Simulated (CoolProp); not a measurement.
Isobutane along the isobar 16.2 MPa: fugacity coefficient from the reference equation and from simpler models built on Tc = 407.8 K, pc = 3.629 MPa, ω = 0.184; each cubic takes its own stable root.

The numbers come from the reference Helmholtz-energy equation of state, Bücker 2006 in CoolProp.

| T (K) | phase | reference |
|---|---|---|
| 299.3 | liquid | 0.03920 |
| 307 | liquid | 0.04750 |
| 314.8 | liquid | 0.05698 |
| 322.5 | liquid | 0.06743 |
| 330.3 | liquid | 0.07913 |
| 338 | liquid | 0.09177 |
| 345.8 | liquid | 0.1057 |
| 353.5 | liquid | 0.1205 |
| 361.3 | liquid | 0.1365 |
| 369 | liquid | 0.1532 |
| 376.7 | liquid | 0.1709 |
| 384.5 | liquid | 0.1896 |
| 392.2 | liquid | 0.2089 |
| 400 | liquid | 0.2291 |

Question: How far does each simpler model (van der Waals, Redlich-Kwong, Soave-Redlich-Kwong, Peng-Robinson) lie from the reference over these 14 states: mean and median of the absolute difference, and the worst?

Answer: 
- van der Waals: mean 101.5 %, median 86.6 %, worst +221.2 % at 299.3 K and 16.2 MPa
- Redlich-Kwong: mean 19.4 %, median 18.5 %, worst +33.5 % at 299.3 K and 16.2 MPa
- Soave-Redlich-Kwong: mean 6.1 %, median 6.1 %, worst +6.9 % at 400 K and 16.2 MPa
- Peng-Robinson: mean 3.4 %, median 3.5 %, worst -4.1 % at 299.3 K and 16.2 MPa
